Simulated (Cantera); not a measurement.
Equilibrium for calcination and drying: Na2SO4 + H2O + O2

A closed system holds: 1 mol Na2SO4, 0.061 mol H2O, 0.076 mol O2, held at 0.133 bar.

Method: chemical equilibrium by Gibbs-energy minimisation in Cantera with the NASA 1993 tables (ideal gas, pure condensed phases). Candidate condensed phases: H2O, H2SO4, Na, NaOH, NaO2, Na2O, Na2O2, Na2S, Na2SO4, S; 27 gas species. The numbers say what is thermodynamically allowed, not how fast it happens.

From 1248 K to 1998 K the condensed part is Na2SO4(l). From 2073 K to 2148 K nothing is condensed. The main Na-bearing gas is NaOH at 1248 K and Na at 2148 K.

```
T (K)   x O2      x Na     x H2O     x SO2    x NaOH  x Na2SO4     x NaO  n Na2SO4(l)
-----  -----  --------  --------  --------  --------  --------  --------  -----------
1248   0.555   9.12e-9     0.445   8.32e-6   1.74e-5   2.97e-6  9.36e-10        1.000
1323   0.555   1.15e-7     0.445   4.01e-5   8.24e-5   1.36e-5   1.04e-8        1.000
1398   0.555   1.10e-6     0.445  0.000162  0.000328   5.21e-5   8.82e-8        1.000
1473   0.554   8.27e-6     0.444  0.000563   0.00113  0.000171   5.99e-7        1.000
1548   0.553   5.10e-5     0.441   0.00172   0.00342  0.000497   3.36e-6        1.000
1623   0.549  0.000264     0.434   0.00475   0.00927   0.00129   1.59e-5        0.999
1698   0.542   0.00118     0.418    0.0119    0.0227   0.00304   6.56e-5        0.998
1773   0.525   0.00469     0.383    0.0274    0.0501   0.00661  0.000238        0.995
1848   0.491    0.0170     0.317    0.0584    0.0993    0.0134  0.000780        0.988
1923   0.427    0.0582     0.201     0.114     0.167    0.0254   0.00235        0.970
1998   0.318     0.205    0.0487     0.194     0.177    0.0457   0.00674        0.894
2073   0.247     0.439  0.000780     0.241    0.0307    0.0270    0.0121            0
2148   0.251     0.453   0.00119     0.246    0.0275   0.00463    0.0120            0
```
x: gas mole fraction; n: condensed amount in mol.
